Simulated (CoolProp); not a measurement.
Vapour-liquid equilibrium of benzene (1) + n-decane (2) at 364 K; x and y are mole fractions of (1).

Model: multi-fluid Helmholtz-energy mixture model, Thol 2012 and Lemmon 2006; pair parameters Bell 2016, in CoolProp.

Give the bubble pressure and the first vapour's composition at x = 0.2, 0.725, 0.875. Is there an azeotrope?

x = 0.2: 0.03591 MPa, y = 0.850; x = 0.725: 0.1045 MPa, y = 0.979; x = 0.875: 0.1231 MPa, y = 0.991. No azeotrope shows between x = 0.05 and 0.95.

Pair parameters are fitted to limited data, so mixtures are less certain than the pure fluids.
